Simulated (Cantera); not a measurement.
Feed: 1 mol SiH₄, 0.048 mol HCl, 4 mol H₂, held at 23.3 Torr.

Cantera equilibrium calculation (NASA polynomials, part measured and part estimated; ideal gas, pure solids and liquids). Candidate condensed phases: Si; 19 gas species. The tables' values for SiCl₃ are old estimates; treat these amounts as uncertain. The numbers say what is thermodynamically allowed, not how fast it happens. All values below are at 1098 K.

Base state: H₂ 0.992, HCl 0.00744, SiCl₂ 0.000113, SiHCl₃ 4.26e-5, SiCl₄ 2.19e-5, SiCl₃ 1.33e-5 (mole fractions); condensed: Si(s).

Q: What changes in the equilibrium state with this change: HCl from 0.048 to 3.7 mol?

A: 
```tsv
species	before	after
H₂	0.992	0.848
SiCl₄	2.19e-5	0.0707
HCl	0.00744	0.0518
SiHCl₃	4.26e-5	0.0168
SiCl₃	1.33e-5	0.00569
SiCl₂	0.000113	0.00642
SiH₂Cl₂	9.89e-6	0.000480
Si(s), mol	0.999	0.109
```
